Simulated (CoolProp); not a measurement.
Vapour-liquid equilibrium of dimethyl ether (1) + isobutane (2) at 9.35 °C; x and y are mole fractions of (1).

Values from CoolProp's multi-fluid Helmholtz-energy mixture model, Wu 2011 and Bücker 2006; pair parameters Bell 2016.

```csv
x,bubble pressure (MPa),y at the bubble point,dew pressure at overall composition x (MPa),liquid density (mol/L)
0.05,0.2339,[?],[?],9.963
0.15,0.2645,0.287,0.2396,10.31
0.25,[?],0.409,0.2575,10.68
0.35,[?],0.504,0.2771,11.08
0.45,[?],0.584,[?],11.53
0.55,0.3392,0.655,0.3190,12.01
0.65,0.3499,0.723,0.3383,12.55
0.75,0.3581,0.791,0.3535,13.13
0.85,0.3636,0.865,0.3628,13.78
0.95,0.3659,0.950,0.3659,14.50
```

Question: What belongs in the gaps?

Answer: 
- 0.05, y at the bubble point: 0.116
- 0.05, dew pressure at overall composition x (MPa): 0.2234
- 0.25, bubble pressure (MPa): 0.2893
- 0.35, bubble pressure (MPa): 0.3095
- 0.45, bubble pressure (MPa): 0.3259
- 0.45, dew pressure at overall composition x (MPa): 0.2979

No azeotrope shows between x = 0.05 and 0.95.

The pair parameters rest on a limited set of measurements; away from them the model extrapolates.
